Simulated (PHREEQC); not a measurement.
A made-up water analysis in mg/kgw, 10 °C, pH 8.39: Na 2570; K 143; Ca 312; Mg 553; Cl 5690; S(6) as SO4 409; Alkalinity as HCO3 40.3; B 17.

Valence states are taken as typed.

Computed with PHREEQC (Pitzer model, pitzer.dat).

Precipitation was switched off in this run.

Task: Order these B species by the share of B that they hold, largest first: B(OH)3, B(OH)4-, MgB(OH)4+, CaB(OH)4+.

Result: B(OH)3 (78 %), B(OH)4- (18 %), MgB(OH)4+ (2.8 %), CaB(OH)4+ (1.6 %)

The pH is 8.39 and the ionic strength 0.208 mol/kgw. Species that the database lacks are ignored. Away from 25 °C the constants follow the database's enthalpies or fits; those with neither stay at their 25 °C values.
